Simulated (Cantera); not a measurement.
What does this Cantera script print?

```python
import numpy as np
import cantera as ct

gas_names = """
    CL CL2 H HCL H2 N NH NH2 NH3 N2 N2H2 N2H4 Si SiCL SiCL2 SiCL3 SiCL4 SiH SiHCL3 SiH2 SiH2CL2 SiH3
    SiH3CL SiH4 SiN Si2 Si2N Si3
""".split()
cond_names = """
    NH4CL(a) NH4CL(b) Si(cr) Si(L) Si3N4(a)
""".split()


# ... load() reads the species with a 1 bar reference pressure and builds the phases ...
atoms = {
    'Si': {'Si': 1},
    'HCl': {'H': 1, 'CL': 1},
    'N2': {'N': 2},
}
top_T = {'Si3N4(a)': 2400}  # K; cautious upper limits of use, not melting points


# ... equilibrate(T, P, feed) seeds the gas with the atoms and calls Mixture.equilibrate('TP', solver="vcs", rtol=1e-11, max_steps=5000) ...
results = []
feed = {'Si': 1, 'HCl': 18, 'N2': 29}  # mol
T = 800  # K
P = 1.9  # Pa
mix = equilibrate(T, P, feed)
results.append((T, P, feed, dict(zip(mix.species_names, mix.species_moles))))
print(gas.report(threshold=1e-05))
for i in range(1, mix.n_phases):
    print(f"{mix.phase(i).name:16s} {mix.phase_moles(i):12.5e} mol")
```

Result:

```
       temperature   800 K
          pressure   1.9 Pa
           density   9.2943e-06 kg/m^3
  mean mol. weight   32.538 kg/kmol
   phase of matter   gas

                          1 kg             1 kmol
                     ---------------   ---------------
          enthalpy       -8.2267e+05       -2.6768e+07  J
   internal energy       -1.0271e+06       -3.3419e+07  J
           entropy            9803.1        3.1897e+05  J/K
    Gibbs function       -8.6652e+06       -2.8195e+08  J
 heat capacity c_p            1003.7             32659  J/K
 heat capacity c_v             748.2             24345  J/K

                      mass frac. Y      mole frac. X     chem. pot. / RT
                     ---------------   ---------------   ---------------
               HCL           0.34102           0.30435           -49.684
                H2         0.0026936          0.043474           -30.987
                N2           0.54279           0.63043           -35.653
             SiCL4           0.11348          0.021734           -158.35
     [  +24 minor]         2.059e-05        4.9699e-06

Si(cr)            0.00000e+00 mol
Si3N4(a)          0.00000e+00 mol
```

These are equilibrium values from Cantera (NASA tables, ideal gas, pure condensed phases), not measurements of a reactor.
